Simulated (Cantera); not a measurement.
Input: 1 mol SiCl₄, 65 mol N₂, equilibrated at 1100 K and 0.0100 bar.

Method: chemical equilibrium by Gibbs-energy minimisation in Cantera with the NASA 1993 tables (ideal gas, pure condensed phases). Candidate condensed phases: Si, Si₃N₄; 13 gas species. The numbers say what is thermodynamically allowed, not how fast it happens.

Base state: N₂ 0.985, SiCl₄ 0.0151 (mole fractions); condensed: gas only.

Problem. What changes in the equilibrium state with this change: SiCl₄ replaced by trisilylamine?

Solution. 
```json
[
 {"species": "N₂", "before": "0.985", "after": "0.934"},
 {"species": "H₂", "before": "0", "after": "0.0662"},
 {"species": "SiCl₄", "before": "0.0151", "after": "0"},
 {"species": "Si₃N₄(s), mol", "before": "0", "after": "1.00"}
]
```
The feed counts by its element totals alone.
